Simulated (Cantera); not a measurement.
Source: NASA polynomial tables (part measured, part estimated), evaluated in Cantera. Values are per mole of reaction as written; species without (g) are pure solids or liquids, kept so even where they would boil at 1 bar.

a) 0.8 V + O₂(g) → 0.4 V₂O₅
b) 4 Li + O₂(g) → 2 Li₂O
c) 0.6667 Cr + O₂(g) → 0.6667 CrO₃(g)
d) 2 H₂(g) + O₂(g) → 2 H₂O(g)
e) 0.8 Ta + O₂(g) → 0.4 Ta₂O₅

**Question.** Order these by ΔG° at 1498 K, most negative first.

**Answer.** b (-797 kJ), e (-560 kJ), a (-385 kJ), d (-329 kJ), c (-125 kJ)
